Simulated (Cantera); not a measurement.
Cantera with NASA thermochemical tables; ideal gases at 1 bar, condensed phases pure. Values are per mole of reaction as written; species without (g) are pure solids or liquids, kept so even where they would boil at 1 bar. VN: taken at fixed stoichiometry.

Between 1500 and 2100 K, where is each reaction favourable under standard conditions?
- 5 VN + V2O5 ⇌ 7 V + 5 NO(g)
- 6 VO2(g) + O3(g) ⇌ 3 V2O5


- 5 VN + V2O5 ⇌ 7 V + 5 NO(g): ΔG° is 1780 kJ at 1500 K and 1317 kJ at 2100 K; it stays positive (K < 1). ΔH° is 2922 kJ and ΔS° 765 J/K at 2100 K.
- 6 VO2(g) + O3(g) ⇌ 3 V2O5: ΔG° is -1519 kJ at 1500 K and -938 kJ at 2100 K; it stays negative (K > 1). ΔH° is -2918 kJ and ΔS° -943 J/K at 2100 K.
